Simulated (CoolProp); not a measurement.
The fluid at 298.15 K and 3.51 MPa (gas) is heated at constant pressure to 463.9 K. The same conditions are run with several fluids, on thermodynamics alone (safety and materials aside).

The numbers come from the reference Helmholtz-energy equation of state of each fluid (nitrous oxide: Lemmon 2006; oxygen: Schmidt 1985; carbon dioxide: Span 1996; methane: Setzmann 1991) in CoolProp.

| fluid | heat (kJ/kg) | final density (kg/m³) |
|---|---|---|
| nitrous oxide | ___ | ___ |
| oxygen | ___ | 29.0 |
| carbon dioxide | 179 | 41.5 |
| methane | ___ | ___ |

Task: Fill in the missing entries.

Result: 
- nitrous oxide, heat (kJ/kg): 185
- nitrous oxide, final density (kg/m³): 41.7
- oxygen, heat (kJ/kg): 161
- methane, heat (kJ/kg): 431
- methane, final density (kg/m³): 14.7

Above 300 K oxygen's equation is extrapolated.
